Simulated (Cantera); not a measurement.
A closed system holds: 1 mol n-butane, 0.85 mol O2, 0.42 mol N2, held at 7.50 Torr.

Method: chemical equilibrium by Gibbs-energy minimisation in Cantera with the NASA 1993 tables (ideal gas, pure condensed phases). Candidate condensed phases: C, C6H6, C7H8, C8H18, H2O; 169 gas species. Ions and electrons are included (thermal ionisation). The numbers say what is thermodynamically allowed, not how fast it happens. All values below are at 5000 K.

Base state: H 0.677, C 0.161, CO 0.108, N 0.0343, N2 0.0107, O 0.00705, CN 0.00121, e- 0.000236 (mole fractions); condensed: gas only.

Problem. What changes in the equilibrium state with this change: N2 from 0.42 to 12 mol?

Solution. 
```tsv
species	before	after
H	0.677	0.347
N2	0.0107	0.320
N	0.0343	0.188
CO	0.108	0.0523
C	0.161	0.0827
NO	5.15e-6	2.66e-5
H2	0.000111	2.90e-5
CH	1.07e-5	2.81e-6
```
